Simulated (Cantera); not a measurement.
A diamond (100) surface in a fixed gas of H2 with x(CH4) = 0.0071, x(H) = 0.00046, x(CH3) = 3.7e-05, at 1025 K; coverages are run to steady state.

Detailed kinetics in Cantera: the Harris–Goodwin 1993 mechanism for the reconstructed diamond (100) surface.

θ: site fractions in the mechanism's names (c6HH fully hydrogenated, c6H* and c6*H radical sites, c6** diradical, c6HM methylated).

```json
[
 {"P (Pa)": "1200", "growth (µm/h)": "0.0615", "θ c6HH": "0.578", "θ c6H*": "0.0199", "θ c6*H": "0.380", "θ c6**": "0.00920", "θ c6HM": "0.00867"},
 {"P (Pa)": "1700", "growth (µm/h)": "0.110", "θ c6HH": "0.576", "θ c6H*": "0.0198", "θ c6*H": "0.379", "θ c6**": "0.00917", "θ c6HM": "0.0111"},
 {"P (Pa)": "2600", "growth (µm/h)": "0.215", "θ c6HH": "0.574", "θ c6H*": "0.0197", "θ c6*H": "0.377", "θ c6**": "0.00912", "θ c6HM": "0.0145"},
 {"P (Pa)": "3800", "growth (µm/h)": "0.381", "θ c6HH": "0.571", "θ c6H*": "0.0196", "θ c6*H": "0.375", "θ c6**": "0.00908", "θ c6HM": "0.0178"},
 {"P (Pa)": "5700", "growth (µm/h)": "?", "θ c6HH": "0.568", "θ c6H*": "0.0195", "θ c6*H": "0.373", "θ c6**": "0.00903", "θ c6HM": "?"},
 {"P (Pa)": "8500", "growth (µm/h)": "?", "θ c6HH": "0.566", "θ c6H*": "0.0194", "θ c6*H": "0.371", "θ c6**": "0.00899", "θ c6HM": "?"},
 {"P (Pa)": "13000", "growth (µm/h)": "1.96", "θ c6HH": "0.564", "θ c6H*": "0.0194", "θ c6*H": "0.370", "θ c6**": "0.00896", "θ c6HM": "0.0271"},
 {"P (Pa)": "19000", "growth (µm/h)": "3.06", "θ c6HH": "0.562", "θ c6H*": "0.0193", "θ c6*H": "0.369", "θ c6**": "0.00893", "θ c6HM": "0.0291"}
]
```

### Question
Some entries are withheld; supply them.

### Answer

- 5700, growth (µm/h): 0.678
- 5700, θ c6HM: 0.0212
- 8500, growth (µm/h): 1.15
- 8500, θ c6HM: 0.0244
